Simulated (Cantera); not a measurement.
Input: 1 mol Si, 2.1 mol HCl, 43 mol H2, held at 1773 K and 1330 Pa.

Method: chemical equilibrium by Gibbs-energy minimisation in Cantera with the NASA 1993 tables (ideal gas, pure condensed phases). Candidate condensed phases: Si; 19 gas species. The tables' values for SiCl, SiCl3 are old estimates; treat these amounts as uncertain. Gases not in the tables: Si2H6 and higher silanes. Rates play no part.

Base state: H2 0.956, HCl 0.0371, SiCl2 0.00462, H 0.00241, Si 0.000160, Cl 7.18e-5, SiCl 7.13e-5, SiH2 2.36e-5 (mole fractions); condensed: Si(l).

**Question.** What changes in the equilibrium state with this change: temperature from 1773 K to 1550 K?

**Answer.** 
```tsv
species	before	after
H2	0.956	0.958
HCl	0.0371	0.0369
SiCl2	0.00462	0.00474
H	0.00241	0.000267
Si	0.000160	2.49e-6
SiH	2.23e-5	7.40e-7
SiCl	7.13e-5	5.25e-6
Si(l), mol	0.778	0
Si(s), mol	0	0.784
```
The tables' values for SiCl3 are old estimates; treat these amounts as uncertain.
